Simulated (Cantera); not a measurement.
Cantera run:

```python
import numpy as np
import cantera as ct

gas_names = """
    H H2 N NH NH2 NH3 N2 N2H2 N2H4 Si SiH SiH2 SiH3 SiH4 SiN Si2 Si2N Si3
""".split()
cond_names = """
    Si(cr) Si(L) Si3N4(a)
""".split()


# ... load() reads the species with a 1 bar reference pressure and builds the phases ...
atoms = {
    'Si3N4': {'Si': 3, 'N': 4},
    'H2': {'H': 2},
}
top_T = {'Si3N4(a)': 2400}  # K; cautious upper limits of use, not melting points


# ... equilibrate(T, P, feed) seeds the gas with the atoms and calls Mixture.equilibrate('TP', solver="vcs", rtol=1e-11, max_steps=5000) ...
results = []
feed = {'Si3N4': 1, 'H2': 0.063}  # mol
P = 170000  # Pa
for T in [2048, 2123, 2198, 2273, 2348, 2423, 2498, 2573, 2648, 2723, 2798, 2873, 2948, 3023]:
    mix = equilibrate(T, P, feed)
    results.append((T, P, feed, dict(zip(mix.species_names, mix.species_moles))))

top = {s: max(r[3][s] / sum(r[3][g] for g in gas_names) for r in results) for s in gas_names}
cols = sorted((s for s in top if top[s] > 1e-06), key=lambda s: -top[s])[:9]
seen = [c for c in cond_names if any(r[3].get(c, 0) > 1e-12 for r in results)]
print("log10 of partial pressures in bar; condensed amounts in mol")
print(f"{'T/K':>10s}" + "".join(f"{s[:9]:>10s}" for s in cols + seen))
for T, P, feed, n in results:
    ng = sum(n[g] for g in gas_names)
    print(f"{T:10.4g}" + "".join(f"{np.log10(max(n[s] / ng * P / 1e5, 1e-99)):10.3f}" for s in cols)
          + "".join(f"{n.get(c, 0):10.4g}" for c in seen))
```

It prints:

```
log10 of partial pressures in bar; condensed amounts in mol
       T/K        N2        H2        Si         H       SiN       Si2      Si2N       SiH       Si3     Si(L)  Si3N4(a)
      2048    -0.517     0.144    -4.122    -2.578    -5.013    -6.057    -4.914    -4.266    -6.736   0.02058    0.9931
      2123    -0.125    -0.024    -3.770    -2.457    -4.537    -5.633    -4.466    -4.068    -6.327   0.07466    0.9751
      2198     0.217    -1.291    -3.442    -2.900    -4.104    -5.239    -4.060    -4.439    -5.948     2.999         0
      2273     0.216    -1.294    -3.136    -2.723    -3.860    -4.871    -3.842    -4.197    -5.594     2.998         0
      2348     0.216    -1.298    -2.850    -2.557    -3.632    -4.528    -3.638    -3.970    -5.265     2.997         0
      2423     0.216    -1.304    -2.582    -2.403    -3.419    -4.207    -3.448    -3.759    -4.956     2.995         0
      2498     0.215    -1.312    -2.330    -2.260    -3.218    -3.905    -3.270    -3.563    -4.667     2.991         0
      2573     0.213    -1.323    -2.093    -2.126    -3.030    -3.621    -3.103    -3.380    -4.396     2.986         0
      2648     0.211    -1.338    -1.870    -2.002    -2.853    -3.354    -2.946    -3.209    -4.140     2.977         0
      2723     0.208    -1.357    -1.659    -1.887    -2.686    -3.103    -2.799    -3.051    -3.900     2.963         0
      2798     0.204    -1.382    -1.460    -1.781    -2.529    -2.865    -2.661    -2.906    -3.673     2.942         0
      2873     0.198    -1.415    -1.271    -1.686    -2.381    -2.640    -2.531    -2.772    -3.458      2.91         0
      2948     0.188    -1.457    -1.092    -1.600    -2.242    -2.427    -2.411    -2.651    -3.255     2.863         0
      3023     0.175    -1.510    -0.923    -1.526    -2.113    -2.225    -2.298    -2.543    -3.063     2.794         0
```

These are equilibrium values from Cantera (NASA tables, ideal gas, pure condensed phases), not measurements of a reactor. Mutual solubility and eutectic melting of coexisting phases are not modelled. The tables' values for SiN are old estimates; treat these amounts as uncertain. Gases not in the tables: Si2H6 and higher silanes.
